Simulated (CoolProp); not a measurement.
Properties of fluorine along the isobar 200 bar.

Model: reference Helmholtz-energy equation of state, de Reuck 1990, in CoolProp.

| T (K) | phase | Joule-Thomson coefficient (K/MPa) | isothermal compressibility (1/MPa) |
|---|---|---|---|
| 58.7 | liquid | -0.3233 | 0.0006667 |
| 93.1 | liquid | ___ | 0.001623 |
| 127.6 | liquid | -0.1321 | ___ |
| 162.1 | supercritical | 0.3560 | 0.01544 |
| 196.6 | supercritical | 1.197 | ___ |
| 231 | supercritical | 1.383 | 0.04786 |
| 265.5 | supercritical | 1.228 | 0.04809 |
| 300 | supercritical | ___ | 0.04740 |

Problem. Some entries are withheld; supply them.

Solution. 
- 93.1, Joule-Thomson coefficient (K/MPa): -0.2845
- 127.6, isothermal compressibility (1/MPa): 0.004207
- 196.6, isothermal compressibility (1/MPa): 0.04113
- 300, Joule-Thomson coefficient (K/MPa): 0.9835
